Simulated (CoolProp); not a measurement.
Sulfur dioxide along the isobar 595 kPa: Z from the reference equation and from simpler models built on Tc = 430.6 K, pc = 7887 kPa, ω = 0.256; each cubic takes its own stable root.

Computed with CoolProp (reference Helmholtz-energy equation of state, Gao 2016).

```tsv
T (K)	phase	reference
322	gas	0.9208
331.7	gas	0.9297
341.3	gas	0.9372
351	gas	0.9436
360.6	gas	0.9491
370.2	gas	0.9539
379.9	gas	0.9581
389.5	gas	0.9617
399.1	gas	0.9650
408.8	gas	0.9679
```

### Question
How far does each simpler model (Pitzer virial, Soave-Redlich-Kwong) lie from the reference over these 10 states: mean and median of the absolute difference, and the worst?

### Answer
- Pitzer virial: mean 0.3 %, median 0.2 %, worst +0.9 % at 322 K and 595 kPa
- Soave-Redlich-Kwong: mean 0.5 %, median 0.4 %, worst +1.3 % at 322 K and 595 kPa
